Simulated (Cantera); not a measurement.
A perfectly stirred reactor is fed with H2 : O2 : N2 = 0.73 : 1 : 1.9 (molar parts), equivalence ratio 0.36, at 100.0 Torr; it is held at 1073 K, and followed from long to short residence time.

Cantera simulation using GRI-Mech 3.0 (53 species, 325 reactions); the numbers are that mechanism's predictions, not measurements. The temperature is held fixed by assumption; the heat of reaction is taken as removed at once.

Question: Predict: x(H2) at τ = 18.0 s; x(O2) at τ = 18.0 s; x(HO2) at τ = 18.0 s; x(H) at τ = 18.0 s; x(NO) at τ = 18.0 s; x(H2) at τ = 76.0 ms; x(O2) at τ = 76.0 ms; x(HO2) at τ = 76.0 ms; x(H) at τ = 76.0 ms; x(NO) at τ = 76.0 ms.

Answer: x(H2) at τ = 18.0 s: 7.32e-5
x(O2) at τ = 18.0 s: 0.194
x(HO2) at τ = 18.0 s: 2.24e-6
x(H) at τ = 18.0 s: 8.80e-7
x(NO) at τ = 18.0 s: 6.50e-8
x(H2) at τ = 76.0 ms: 0.00246
x(O2) at τ = 76.0 ms: 0.195
x(HO2) at τ = 76.0 ms: 2.50e-5
x(H) at τ = 76.0 ms: 0.000209
x(NO) at τ = 76.0 ms: 8.72e-8
